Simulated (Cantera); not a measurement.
# Equilibrium for oxide etching and cleaning by halides: Al2O3 + Cl2 + O2

Charge: 1 mol Al2O3, 11 mol Cl2, 1.1 mol O2, held at 13.3 mbar.

Method: chemical equilibrium by Gibbs-energy minimisation in Cantera with the NASA 1993 tables (ideal gas, pure condensed phases). Candidate condensed phases: Al, AlCl3, Al2O3; 17 gas species. Condensed phases not in the tables: AlOCl. Equilibrium is a limit: real reactors are often held back by kinetics, nucleation or transport.

| T (K) | log p Cl2 | log p Cl | log p O2 | log p AlCl3 | log p ClO | log p O | n Al2O3(s) |
|---|---|---|---|---|---|---|---|
| 998 | -1.92 | -4.38 | -2.92 | -8.39 | -7.05 | -11.29 | 1.000 |
| 1073 | -1.92 | -3.93 | -2.92 | -7.48 | -6.67 | -10.36 | 1.000 |
| 1148 | -1.93 | -3.54 | -2.92 | -6.70 | -6.36 | -9.56 | 1.000 |
| 1223 | -1.94 | -3.19 | -2.93 | -6.03 | -6.08 | -8.86 | 1.000 |
| 1298 | -1.96 | -2.90 | -2.94 | -5.45 | -5.85 | -8.24 | 0.998 |
| 1373 | -2.00 | -2.64 | -2.95 | -4.96 | -5.65 | -7.69 | 0.995 |
| 1448 | -2.07 | -2.43 | -2.97 | -4.57 | -5.49 | -7.20 | 0.986 |
| 1523 | -2.17 | -2.25 | -3.00 | -4.27 | -5.38 | -6.76 | 0.969 |
| 1598 | -2.32 | -2.12 | -3.03 | -4.08 | -5.30 | -6.37 | 0.947 |
| 1673 | -2.51 | -2.03 | -3.06 | -3.98 | -5.26 | -6.01 | 0.927 |
| 1748 | -2.73 | -1.98 | -3.09 | -3.98 | -5.25 | -5.68 | 0.920 |
log p: log10 of the partial pressure in bar; n: condensed amount in mol.

From 998 K to 1748 K the condensed part is Al2O3(s). The main Al-bearing gas is AlCl3 throughout.
